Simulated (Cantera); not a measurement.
A perfectly stirred reactor is fed with 2.64 % CO, 1.21 % H2, 3.69 % CH4, 19.4 % O2, 73.1 % N2, equivalence ratio 0.48, at 5.00 bar; it is adiabatic with a 573 K inlet, and is followed from long to short residence time, starting on the burning branch (τ in s: 0.39, 0.1, 0.026, 0.0066, 0.0017, 0.00044, 0.00011, 2.9e-05, 7.5e-06).

Cantera simulation using GRI-Mech 3.0 (53 species, 325 reactions); the numbers are that mechanism's predictions, not measurements.

x: mole fraction; the columns are a selection and need not sum to one.

| τ (s) | T (K) | x CO | x H2 | x CH4 | x HO2 | x C2H6 |
|---|---|---|---|---|---|---|
| 0.39 | 1716 | 5.18e-5 | 6.07e-6 | 1.98e-6 | 8.33e-7 | 4.98e-11 |
| 0.10 | 1715 | 0.000140 | 1.26e-5 | 5.62e-6 | 1.36e-6 | 3.38e-10 |
| 0.026 | 1712 | 0.000367 | 2.96e-5 | 1.43e-5 | 2.84e-6 | 1.59e-9 |
| 0.0066 | 1706 | ___ | ___ | ___ | ___ | ___ |
| 0.0017 | 1690 | ___ | ___ | ___ | ___ | ___ |
| 0.00044 | 1647 | 0.00702 | 0.000487 | 0.000257 | 4.20e-5 | 9.94e-8 |
| 0.00011 | 573 | 0.0264 | 0.0121 | 0.0369 | <1e-12 | <1e-12 |
| 2.9e-5 | 573 | 0.0264 | 0.0121 | 0.0369 | <1e-12 | <1e-12 |
| 7.5e-6 | 573 | 0.0264 | 0.0121 | 0.0369 | <1e-12 | <1e-12 |

**Question.** What belongs in the gaps?

**Answer.** 
- 0.0066, x CO: 0.000966
- 0.0066, x H2: 7.39e-5
- 0.0066, x CH4: 3.58e-5
- 0.0066, x HO2: 6.75e-6
- 0.0066, x C2H6: 6.21e-9
- 0.0017, x CO: 0.00254
- 0.0017, x H2: 0.000186
- 0.0017, x CH4: 9.03e-5
- 0.0017, x HO2: 1.65e-5
- 0.0017, x C2H6: 2.21e-8
